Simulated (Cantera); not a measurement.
Cantera run:

```python
import numpy as np
import cantera as ct

gas_names = """
    H H2 N NH NH2 NH3 N2 N2H2 N2H4 Si SiH SiH2 SiH3 SiH4 SiN Si2 Si2N Si3
""".split()
cond_names = """
    Si(cr) Si(L) Si3N4(a)
""".split()


# ... load() reads the species with a 1 bar reference pressure and builds the phases ...
atoms = {
    'trisilylamine': {'Si': 3, 'N': 1, 'H': 9},
    'NH3': {'N': 1, 'H': 3},
    'N2': {'N': 2},
}
top_T = {'Si3N4(a)': 2400}  # K; cautious upper limits of use, not melting points


# ... equilibrate(T, P, feed) seeds the gas with the atoms and calls Mixture.equilibrate('TP', solver="vcs", rtol=1e-11, max_steps=5000) ...
results = []
feed = {'trisilylamine': 1, 'NH3': 0.6, 'N2': 2.1}  # mol
T = 1348.15  # K
P = 13332.2  # Pa
mix = equilibrate(T, P, feed)
results.append((T, P, feed, dict(zip(mix.species_names, mix.species_moles))))
x = sorted(zip(gas.X, gas.species_names), reverse=True)
print(f"T = {T:g} K  P = {P:g} Pa  gas = {mix.phase_moles(0):.4g} mol")
print("   x: " + "  ".join(f"{s} {v:.3e}" for v, s in x if v > 0.0001))
print("   condensed (mol): " + ("  ".join(f"{mix.phase(i).name} {mix.phase_moles(i):.4g}"
      for i in range(1, mix.n_phases) if mix.phase_moles(i) > 1e-12) or "none"))
```

It prints:

```
T = 1348.15 K  P = 13332.2 Pa  gas = 6.3 mol
   x: H2 8.571e-01  N2 1.429e-01
   condensed (mol): Si3N4(a) 1
```

Cantera equilibrium calculation (NASA polynomials, part measured and part estimated; ideal gas, pure solids and liquids). The feed counts by its element totals alone.
